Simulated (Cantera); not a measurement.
Mixture: CO : H2 : CH4 : O2 : N2 = 1 : 0.032 : 0.21 : 0.78 : 2.93 (molar parts), equivalence ratio 1.2, at 100000 Pa, adiabatic and at constant pressure. Ignition delay is the time to a rise of 400 K.

Cantera simulation using GRI-Mech 3.0 (53 species, 325 reactions); the numbers are that mechanism's predictions, not measurements.

Question: What does this change do: 0.015 parts C2H6 added?

Answer: 
| quantity | before | after |
|---|---|---|
| delay at 1223 K | 5.09 ms | 2.11 ms |
| delay at 1323 K | 1.84 ms | 0.883 ms |
| delay at 1423 K | 0.757 ms | 0.381 ms |
| delay at 1523 K | 0.362 ms | 0.177 ms |
| delay at 1623 K | 0.196 ms | 90.5 µs |
| delay at 1723 K | 0.114 ms | 51.6 µs |
| delay at 1823 K | 70.0 µs | 32.4 µs |
| apparent activation energy between 1623 and 1823 K | 130 kJ/mol | 130 kJ/mol |

Question: What does this change do: CO 1 to 2.8 parts?

Answer: 
```tsv
quantity	before	after
delay at 1223 K	5.09 ms	3.47 ms
delay at 1323 K	1.84 ms	1.36 ms
delay at 1423 K	0.757 ms	0.606 ms
delay at 1523 K	0.362 ms	0.311 ms
delay at 1623 K	0.196 ms	0.178 ms
delay at 1723 K	0.114 ms	0.110 ms
delay at 1823 K	70.0 µs	72.4 µs
apparent activation energy between 1623 and 1823 K	130 kJ/mol	110 kJ/mol
```
